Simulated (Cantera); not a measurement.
A perfectly stirred reactor is fed with 87.0 % NO, 13.0 % N₂, at 190000 Pa; it is held at 2075 K, and followed from long to short residence time.

Detailed kinetics in Cantera: GRI-Mech 3.0 (53 species, 325 reactions).

Question: Predict: x(NO) at τ = 3.60 s; x(O₂) at τ = 3.60 s; x(NO₂) at τ = 3.60 s; x(N₂) at τ = 3.60 s; x(N₂O) at τ = 3.60 s; x(NO) at τ = 0.170 s; x(O₂) at τ = 0.170 s; x(NO₂) at τ = 0.170 s; x(N₂) at τ = 0.170 s; x(N₂O) at τ = 0.170 s.

Answer: 
```
Quantity                  Value
---------------------  --------
x(NO) at τ = 3.60 s      0.0763
x(O₂) at τ = 3.60 s       0.396
x(NO₂) at τ = 3.60 s   0.000221
x(N₂) at τ = 3.60 s       0.527
x(N₂O) at τ = 3.60 s    3.24e-6
x(NO) at τ = 0.170 s      0.427
x(O₂) at τ = 0.170 s      0.220
x(NO₂) at τ = 0.170 s  0.000930
x(N₂) at τ = 0.170 s      0.351
x(N₂O) at τ = 0.170 s   8.55e-5
```
